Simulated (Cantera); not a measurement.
Cantera with NASA thermochemical tables; ideal gases at 1 bar, condensed phases pure. Values are per mole of reaction as written; species without (g) are pure solids or liquids, kept so even where they would boil at 1 bar. TiC: taken at fixed stoichiometry.

Question: Between 1425 and 2025 K, where is each reaction favourable under standard conditions?
- 9 TiC + 8 NH₃(g) → 9 Ti + 3 C₃H₈(g) + 4 N₂(g)

Answer: 
- 9 TiC + 8 NH₃(g) → 9 Ti + 3 C₃H₈(g) + 4 N₂(g): ΔG° is 1590 kJ at 1425 K and 1512 kJ at 2025 K; it stays positive (K < 1). ΔH° is 1918 kJ and ΔS° 201 J/K at 2025 K.
